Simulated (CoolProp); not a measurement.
Water along the isotherm 421.15 °C: Z from the reference equation and from simpler models built on Tc = 373.9 °C, pc = 220.6 bar, ω = 0.344; each cubic takes its own stable root.

Computed with CoolProp (reference Helmholtz-energy equation of state, Wagner 2002).

| p (bar) | phase | reference |
|---|---|---|
| 41.4 | gas | 0.9502 |
| 82.7 | gas | 0.8955 |
| 124 | gas | 0.8348 |
| 165 | gas | 0.7675 |
| 207 | gas | 0.6894 |
| 248 | supercritical | 0.6016 |
| 290 | supercritical | 0.4965 |
| 331 | supercritical | 0.3857 |

**Question.** How far does each simpler model (Redlich-Kwong, Soave-Redlich-Kwong, Peng-Robinson) lie from the reference over these 8 states: mean and median of the absolute difference, and the worst?

**Answer.** 
- Redlich-Kwong: mean 1.8 %, median 1.2 %, worst +4.8 % at 421.15 °C and 331 bar
- Soave-Redlich-Kwong: mean 5.1 %, median 1.7 %, worst +22.5 % at 421.15 °C and 331 bar
- Peng-Robinson: mean 3.3 %, median 1.7 %, worst +15.0 % at 421.15 °C and 331 bar
